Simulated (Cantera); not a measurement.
## Pyrogenic steam for wet oxidation

An isothermal, constant-pressure homogeneous reactor starts with 4.94 % H2, 6.34 % O2, 88.7 % N2, equivalence ratio 0.39, at 825 K and 135 Torr.

Computed with Cantera and the H2/O2 subset of GRI-Mech 3.0, which has no nitrogen chemistry. Below about 950 K walls govern HO2 and H2O2 in real vessels. The temperature is held fixed by assumption; the heat of reaction is taken as removed at once.

```csv
t (s),x H2,x O2,x H2O2,x OH,x H,x O,x HO2
0.000400,0.0494,0.0634,<1e-12,<1e-12,<1e-12,<1e-12,<1e-12
0.000812,0.0494,0.0634,<1e-12,<1e-12,<1e-12,<1e-12,1.90e-12
0.00165,0.0494,0.0634,<1e-12,<1e-12,1.70e-12,<1e-12,5.79e-12
0.00335,0.0494,0.0634,<1e-12,<1e-12,3.97e-12,<1e-12,2.10e-11
0.00681,0.0494,0.0634,<1e-12,<1e-12,1.11e-11,1.94e-12,9.37e-11
0.0138,0.0494,0.0634,1.17e-12,1.58e-12,4.69e-11,8.29e-12,5.97e-10
0.0281,0.0494,0.0634,2.52e-11,1.87e-11,5.55e-10,9.83e-11,8.78e-9
0.0570,0.0494,0.0634,1.19e-8,4.14e-9,1.09e-7,1.90e-8,1.34e-6
0.116,0.00983,0.0443,2.10e-6,2.33e-6,7.99e-6,3.97e-6,1.02e-5
0.235,0.00912,0.0440,1.10e-5,2.84e-9,1.24e-8,7.42e-9,3.91e-6
0.478,0.00911,0.0440,1.35e-5,2.65e-9,1.25e-8,7.64e-9,2.71e-6
0.970,0.00908,0.0440,1.81e-5,3.69e-9,1.68e-8,1.02e-8,3.07e-6
1.97,0.00898,0.0439,2.98e-5,6.51e-9,2.75e-8,1.63e-8,3.79e-6
4.00,0.00863,0.0438,5.48e-5,1.25e-8,4.66e-8,2.73e-8,4.71e-6
```
x: mole fraction; the columns are a selection and need not sum to one.

Equilibrium at this temperature and pressure: H2 <1e-12, O2 0.0396, H2O2 <1e-12, OH 1.32e-9, H <1e-12, O <1e-12, HO2 4.16e-12 (gas phase only).
